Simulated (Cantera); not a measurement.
An adiabatic, constant-pressure homogeneous reactor starts with CH₄ : CO : O₂ : N₂ = 1 : 0.97 : 3.77 : 14.2 (molar parts), equivalence ratio 0.66, at 1300 K and 0.610 bar.

Detailed kinetics in Cantera: GRI-Mech 3.0 (53 species, 325 reactions).

x: mole fraction; the columns are a selection and need not sum to one.

```json
[
 {"t (s)": "5.00e-6", "T (K)": "1300", "x CH₄": "0.0502", "x CO": "0.0486", "x O₂": "0.189", "x OH": "1.25e-9", "x C₂H₆": "<1e-12", "x H₂O": "2.64e-9"},
 {"t (s)": "1.14e-5", "T (K)": "1300", "x CH₄": "0.0502", "x CO": "0.0486", "x O₂": "0.189", "x OH": "1.67e-9", "x C₂H₆": "<1e-12", "x H₂O": "1.05e-8"},
 {"t (s)": "2.59e-5", "T (K)": "1300", "x CH₄": "0.0502", "x CO": "0.0486", "x O₂": "0.189", "x OH": "1.93e-9", "x C₂H₆": "1.63e-12", "x H₂O": "3.18e-8"},
 {"t (s)": "5.89e-5", "T (K)": "1300", "x CH₄": "0.0502", "x CO": "0.0486", "x O₂": "0.189", "x OH": "2.46e-9", "x C₂H₆": "2.32e-11", "x H₂O": "9.08e-8"},
 {"t (s)": "0.000134", "T (K)": "1300", "x CH₄": "0.0501", "x CO": "0.0486", "x O₂": "0.189", "x OH": "3.68e-9", "x C₂H₆": "3.32e-10", "x H₂O": "2.78e-7"},
 {"t (s)": "0.000305", "T (K)": "1300", "x CH₄": "0.0501", "x CO": "0.0486", "x O₂": "0.189", "x OH": "6.48e-9", "x C₂H₆": "…", "x H₂O": "9.84e-7"},
 {"t (s)": "0.000695", "T (K)": "1300", "x CH₄": "0.0501", "x CO": "0.0486", "x O₂": "0.189", "x OH": "1.38e-8", "x C₂H₆": "…", "x H₂O": "4.15e-6"},
 {"t (s)": "0.00158", "T (K)": "1300", "x CH₄": "0.0501", "x CO": "0.0486", "x O₂": "0.189", "x OH": "3.80e-8", "x C₂H₆": "…", "x H₂O": "2.23e-5"},
 {"t (s)": "0.00360", "T (K)": "1301", "x CH₄": "0.0499", "x CO": "0.0486", "x O₂": "0.189", "x OH": "1.00e-7", "x C₂H₆": "…", "x H₂O": "0.000139"},
 {"t (s)": "0.00819", "T (K)": "1307", "x CH₄": "0.0490", "x CO": "0.0486", "x O₂": "0.188", "x OH": "3.32e-7", "x C₂H₆": "…", "x H₂O": "0.000881"},
 {"t (s)": "0.0186", "T (K)": "2481", "x CH₄": "<1e-12", "x CO": "0.0142", "x O₂": "0.0675", "x OH": "0.0112", "x C₂H₆": "<1e-12", "x H₂O": "0.0925"},
 {"t (s)": "0.0424", "T (K)": "2473", "x CH₄": "<1e-12", "x CO": "0.0139", "x O₂": "0.0644", "x OH": "0.0108", "x C₂H₆": "<1e-12", "x H₂O": "0.0928"},
 {"t (s)": "0.0965", "T (K)": "2470", "x CH₄": "<1e-12", "x CO": "0.0138", "x O₂": "0.0633", "x OH": "0.0107", "x C₂H₆": "<1e-12", "x H₂O": "0.0929"},
 {"t (s)": "0.220", "T (K)": "2470", "x CH₄": "<1e-12", "x CO": "0.0138", "x O₂": "0.0632", "x OH": "0.0107", "x C₂H₆": "<1e-12", "x H₂O": "0.0929"},
 {"t (s)": "0.500", "T (K)": "2470", "x CH₄": "<1e-12", "x CO": "0.0138", "x O₂": "0.0632", "x OH": "0.0107", "x C₂H₆": "<1e-12", "x H₂O": "0.0929"}
]
```

**Question.** Fill in the missing entries.

**Answer.** 
- 0.000305, x C₂H₆: 5.21e-9
- 0.000695, x C₂H₆: 9.60e-8
- 0.00158, x C₂H₆: 2.07e-6
- 0.00360, x C₂H₆: 3.20e-5
- 0.00819, x C₂H₆: 0.000234
